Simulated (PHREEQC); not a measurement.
Consider water at 51 °C with 0.0014 mol/kgw H3PO4, 3.9e-05 mol/kgw KOH and 0.2 mol/kgw NaCl. Closed to the air; pH follows from the charge balance.

Equilibrium calculation in PHREEQC: ion-association model, phreeqc.dat.

| Property | Value |
|---|---|
| pH | 3.02 |
| ionic strength | 0.201 mol/kgw |
| activity of water | 0.993 |
| specific conductance | 33200 µS/cm |
| density | 0.996 g/cm³ |
| total alkalinity | -1.36 meq/kg |

| species | molality | activity | log γ |
|---|---|---|---|
| Cl- | 0.200 | 0.141 | -0.152 |
| Na+ | 0.200 | 0.147 | -0.133 |
| H2PO4- | 0.00124 | 0.000912 | -0.133 |
| H+ | 0.00120 | 0.000947 | -0.103 |
| H3PO4 | 0.000161 | 0.000169 | 0.020 |
| K+ | 3.90e-5 | 2.73e-5 | -0.155 |
| HPO4-2 | 2.43e-7 | 6.83e-8 | -0.550 |
| NaHPO4- | 2.67e-8 | 1.96e-8 | -0.133 |

This is a speciation only: nothing precipitates in the calculation. Away from 25 °C the constants follow the database's enthalpies or fits; those with neither stay at their 25 °C values.
